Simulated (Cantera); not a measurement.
An isothermal, constant-pressure homogeneous reactor starts with H2 : O2 : N2 = 0.059 : 1 : 0.2 (molar parts), at 1223 K and 0.0130 bar.

Cantera simulation using GRI-Mech 3.0 (53 species, 325 reactions); the numbers are that mechanism's predictions, not measurements. Radical loss at walls, strong at low pressure, is not modelled. The temperature is held fixed by assumption; the heat of reaction is taken as removed at once.

One state of this run: x H2 = 5.83e-6; x O2 = 0.789; x OH = 0.000283; x NO2 = 1.03e-10; x HO2 = 2.08e-7; x H = 3.74e-6; x H2O = 0.0478. x: mole fraction; the columns are a selection and need not sum to one.

Problem. Which value of t (s) does it belong to?
A. 0.0328
B. 0.879
C. 0.0144
D. 2.00e-5

Solution. B, 0.879
